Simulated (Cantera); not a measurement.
A closed system holds: 1 mol C2H4, 0.067 mol CO2, 11 mol N2, equilibrated at 1.33 mbar.

Equilibrium computed with Cantera from the NASA thermochemical tables; the gas is ideal and each condensed phase is pure. Candidate condensed phases: C, C6H6, C7H8, C8H18, H2O; 136 gas species. Equilibrium is a limit: real reactors are often held back by kinetics, nucleation or transport. All values below are at 552 °C.

Base state: N2 0.838, H2 0.152, CO 0.0102, CH4 2.79e-5, H2O 2.60e-5 (mole fractions); condensed: C(graphite).

**Question.** What changes in the equilibrium state with this change: pressure from 1.33 mbar to 13.0 bar?

**Answer.** 
| species | before | after |
|---|---|---|
| N2 | 0.838 | 0.883 |
| H2 | 0.152 | 0.0616 |
| CH4 | 2.79e-5 | 0.0447 |
| CO | 0.0102 | 0.000886 |
| NH3 | 1.70e-7 | 0.000437 |
| H2O | 2.60e-5 | 0.00895 |
| CO2 | 6.21e-6 | 0.000459 |
| C(graphite), mol | 1.93 | 1.49 |
